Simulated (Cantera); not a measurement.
A closed system holds: 1 mol BCl₃, 11 mol H₂, 67 mol N₂.

Cantera equilibrium calculation (NASA polynomials, part measured and part estimated; ideal gas, pure solids and liquids). Candidate condensed phases: B, BN, NH₄Cl; 21 gas species. N₂ is the only nitrogen source here; it is nearly inert below about 1500 K, so the nitride shown seldom forms there in practice. The tables' values for BCl₂ are old estimates. The numbers say what is thermodynamically allowed, not how fast it happens.

Stable condensed phases, one row left out:

```
T in K \ P in Pa
             10     28     77    220    600   1700   4600  13000  36000 100000
   2200       A      A      A      A      A      A      B      B      B      B
   2125       A      A      A      A      A      B      B      B      B      B
   2050       A      A      A      A      B      B      B      B      B      B
   1975       A      A      A      B      B      B      B      B      B      B
   1825       B      B      B      B      B      B      B      B      B      B
   1750       B      B      B      B      B      B      B      B      B      B
   1675       B      B      B      B      B      B      B      B      B      B
   1600       B      B      B      B      B      B      B      B      B      B
   1525       B      B      B      B      B      B      B      B      B      B
   1450       B      B      B      B      B      B      B      B      B      B
```

A: gas only; B: BN.

Q: Give the row for 1900 K.

A: 10: gas only; 28: gas only; 77: BN; 220: BN; 600: BN; 1700: BN; 4600: BN; 13000: BN; 36000: BN; 100000: BN.
